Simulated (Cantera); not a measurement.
An isothermal, constant-pressure homogeneous reactor starts with 65.4 % NH3, 34.6 % N2, at 1725 K and 100000 Pa.

Computed with Cantera and the gas-phase N/H chemistry of the illustrative SiF4/NH3 mechanism in the Surface Chemkin manual (1991). Walls and surfaces, which speed up NH3 decomposition in real reactors, are not modelled.

x: mole fraction; the columns are a selection and need not sum to one.

```json
[
 {"t (s)": "7.00e-6", "x NH3": "0.654", "x N2H2": "5.12e-11", "x H2": "1.46e-6", "x NH2": "2.94e-6", "x N": "<1e-12"},
 {"t (s)": "2.11e-5", "x NH3": "0.654", "x N2H2": "8.86e-10", "x H2": "4.46e-6", "x NH2": "8.93e-6", "x N": "<1e-12"},
 {"t (s)": "6.38e-5", "x NH3": "0.654", "x N2H2": "…", "x H2": "1.36e-5", "x NH2": "2.69e-5", "x N": "4.49e-12"},
 {"t (s)": "0.000192", "x NH3": "0.653", "x N2H2": "…", "x H2": "4.45e-5", "x NH2": "7.92e-5", "x N": "6.17e-11"},
 {"t (s)": "0.000581", "x NH3": "0.653", "x N2H2": "…", "x H2": "0.000205", "x NH2": "0.000183", "x N": "2.94e-10"},
 {"t (s)": "0.00175", "x NH3": "0.652", "x N2H2": "1.03e-6", "x H2": "0.000996", "x NH2": "0.000221", "x N": "8.66e-10"},
 {"t (s)": "0.00529", "x NH3": "0.650", "x N2H2": "1.03e-6", "x H2": "0.00350", "x NH2": "0.000219", "x N": "2.32e-9"},
 {"t (s)": "0.0160", "x NH3": "0.641", "x N2H2": "1.00e-6", "x H2": "0.0109", "x NH2": "0.000213", "x N": "6.44e-9"},
 {"t (s)": "0.0482", "x NH3": "0.618", "x N2H2": "9.35e-7", "x H2": "0.0325", "x NH2": "0.000202", "x N": "1.56e-8"},
 {"t (s)": "0.145", "x NH3": "0.554", "x N2H2": "…", "x H2": "0.0903", "x NH2": "0.000182", "x N": "2.75e-8"},
 {"t (s)": "0.439", "x NH3": "0.415", "x N2H2": "…", "x H2": "0.217", "x NH2": "0.000145", "x N": "3.47e-8"},
 {"t (s)": "1.33", "x NH3": "0.216", "x N2H2": "…", "x H2": "0.397", "x NH2": "8.86e-5", "x N": "3.33e-8"},
 {"t (s)": "4.00", "x NH3": "0.0694", "x N2H2": "…", "x H2": "0.530", "x NH2": "3.54e-5", "x N": "2.16e-8"}
]
```

Question: Fill in the missing entries.

Answer: 
- 6.38e-5, x N2H2: 1.11e-8
- 0.000192, x N2H2: 1.15e-7
- 0.000581, x N2H2: 6.94e-7
- 0.145, x N2H2: 7.73e-7
- 0.439, x N2H2: 4.78e-7
- 1.33, x N2H2: 1.71e-7
- 4.00, x N2H2: 2.76e-8
